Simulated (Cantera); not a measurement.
**SrCl2 + O2 + N2 (halide evaporation, hydrolysis and transport)**

Charge: 1 mol SrCl2, 2.8 mol O2, 19 mol N2, at 4000 Pa.

Cantera equilibrium calculation (NASA polynomials, part measured and part estimated; ideal gas, pure solids and liquids). Candidate condensed phases: Sr, SrCl2, SrO; 16 gas species. Mutual solubility and eutectic melting of coexisting phases are not modelled. Condensed phases not in the tables: oxide chlorides. Equilibrium is a limit: real reactors are often held back by kinetics, nucleation or transport.

```json
[
 {"T (°C)": "875", "log p N2": "-1.46", "log p O2": "-2.29", "log p SrCl2": "-6.51", "log p NO": "-5.37", "log p Cl": "-7.15", "log p O": "-9.25", "log p SrCl": "<-13", "n SrCl2(l)": "1.000", "n SrO(s)": "0"},
 {"T (°C)": "1025", "log p N2": "-1.46", "log p O2": "-2.29", "log p SrCl2": "-4.93", "log p NO": "-4.89", "log p Cl": "-5.98", "log p O": "-7.91", "log p SrCl": "-12.52", "n SrCl2(l)": "0.993", "n SrO(s)": "0.000293"},
 {"T (°C)": "1175", "log p N2": "-1.46", "log p O2": "-2.29", "log p SrCl2": "-3.71", "log p NO": "-4.51", "log p Cl": "-5.05", "log p O": "-6.86", "log p SrCl": "-10.25", "n SrCl2(l)": "0.891", "n SrO(s)": "0.00245"},
 {"T (°C)": "1325", "log p N2": "-1.48", "log p O2": "-2.31", "log p SrCl2": "-2.76", "log p NO": "-4.22", "log p Cl": "-4.33", "log p O": "-6.01", "log p SrCl": "-8.43", "n SrCl2(l)": "0", "n SrO(s)": "0.0136"},
 {"T (°C)": "1475", "log p N2": "-1.48", "log p O2": "-2.32", "log p SrCl2": "-2.77", "log p NO": "-3.97", "log p Cl": "-4.11", "log p O": "-5.29", "log p SrCl": "-7.32", "n SrCl2(l)": "0", "n SrO(s)": "0.0224"},
 {"T (°C)": "1625", "log p N2": "-1.48", "log p O2": "-2.32", "log p SrCl2": "-2.77", "log p NO": "-3.75", "log p Cl": "-3.92", "log p O": "-4.69", "log p SrCl": "-6.40", "n SrCl2(l)": "0", "n SrO(s)": "0.0343"},
 {"T (°C)": "1775", "log p N2": "-1.48", "log p O2": "-2.33", "log p SrCl2": "-2.78", "log p NO": "-3.57", "log p Cl": "-3.76", "log p O": "-4.18", "log p SrCl": "-5.61", "n SrCl2(l)": "0", "n SrO(s)": "0.0491"},
 {"T (°C)": "1925", "log p N2": "-1.48", "log p O2": "-2.34", "log p SrCl2": "-2.79", "log p NO": "-3.42", "log p Cl": "-3.62", "log p O": "-3.74", "log p SrCl": "-4.94", "n SrCl2(l)": "0", "n SrO(s)": "0.0642"}
]
```
log p: log10 of the partial pressure in bar; n: condensed amount in mol.

At 875 °C the condensed part is SrCl2(l). From 1025 °C to 1175 °C the condensed part is SrCl2(l) + SrO(s). From 1325 °C to 1925 °C the condensed part is SrO(s). The main Sr-bearing gas is SrCl2 throughout. The share of Sr in condensed phases is highest at 875 °C (100.0 %) and lowest at 1325 °C (1.4 %).
